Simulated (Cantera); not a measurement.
Charge: 1 mol C₆H₆, 3.8 mol H₂O, 0.56 mol H₂, 0.19 mol O₂, at 1800 K and 4350 Torr.

Cantera equilibrium calculation (NASA polynomials, part measured and part estimated; ideal gas, pure solids and liquids). Candidate condensed phases: C, C₆H₆, C₇H₈, C₈H₁₈, H₂O; 110 gas species. Rates play no part.

Base state: H₂ 0.635, CO 0.363, CH₄ 0.00180, H₂O 0.000381, H 0.000118, C₂H₂ (acetylene) 0.000111, CO₂ 5.69e-5 (mole fractions); condensed: C(graphite).

Question: What changes in the equilibrium state with this change: pressure from 4350 Torr to 46.5 Torr?

Answer: 
```tsv
species	before	after
H₂	0.635	0.637
CO	0.363	0.362
H	0.000118	0.00115
CH₄	0.00180	1.93e-5
CO₂	5.69e-5	6.06e-7
H₂O	0.000381	4.07e-6
C₂H₂ (acetylene)	0.000111	0.000112
C(graphite), mol	1.80	1.82
```
